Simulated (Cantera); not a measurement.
Thermodynamics of halide evaporation, hydrolysis and transport, feed NaI + N₂

Input: 1 mol NaI, a varied amount of N₂, at 1900 K and 840 Pa.

Equilibrium computed with Cantera from the NASA thermochemical tables; the gas is ideal and each condensed phase is pure. Candidate condensed phases: I₂, Na, NaI; 7 gas species. Gases not in the tables: NaBr and NaI dimers. The numbers say what is thermodynamically allowed, not how fast it happens.

```
n(N₂) (mol)   x N₂     x NaI     x Na      x I     x I₂
-----------  -----  --------  -------  -------  -------
4            0.753     0.130   0.0582   0.0582  1.35e-6
5.9          0.814    0.0896   0.0483   0.0483  9.33e-7
8.7          0.862    0.0596   0.0394   0.0394  6.21e-7
13           0.899    0.0378   0.0314   0.0314  3.94e-7
19           0.926    0.0238   0.0249   0.0249  2.48e-7
28           0.947    0.0144   0.0194   0.0194  1.50e-7
41           0.962   0.00854   0.0149   0.0149  8.89e-8
60           0.972   0.00490   0.0113   0.0113  5.11e-8
88           0.980   0.00272  0.00842  0.00842  2.83e-8
130          0.986   0.00145  0.00614  0.00614  1.51e-8
190          0.990  0.000761  0.00445  0.00445  7.92e-9
```
x: gas mole fraction; nothing condenses.

From 4 mol N₂ to 190 mol N₂ nothing is condensed.
